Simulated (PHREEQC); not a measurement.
**Hard or scaling water: an equilibrium model**

A solution holds 0.029 mol/kgw MgCl2, 5.4e-05 mol/kgw CO2 and 0.0396 mol/kgw KCl, at 64 °C. Closed to the air; pH follows from the charge balance.

Computed with PHREEQC (Pitzer model, pitzer.dat).

The pH comes out as 5.28 and the ionic strength is 0.127 mol/kgw. The specific conductance comes out as 21000 µS/cm. The density comes out as 0.985 g/cm³ and the osmotic coefficient is 0.888.

| species | molality | activity | log γ |
|---|---|---|---|
| Cl- | 0.0976 | 0.0722 | -0.131 |
| K+ | 0.0396 | 0.0295 | -0.127 |
| Mg+2 | 0.0290 | 0.00976 | -0.473 |
| CO2 | 4.73e-5 | 4.80e-5 | 0.006 |
| H+ | 6.79e-6 | 5.22e-6 | -0.114 |
| HCO3- | 6.68e-6 | 4.75e-6 | -0.148 |
| MgOH+ | 6.85e-8 | 5.88e-8 | -0.067 |

This is a speciation only: nothing precipitates in the calculation. At this temperature some constants are extrapolated from 25 °C, and those without enthalpy data are left unchanged.
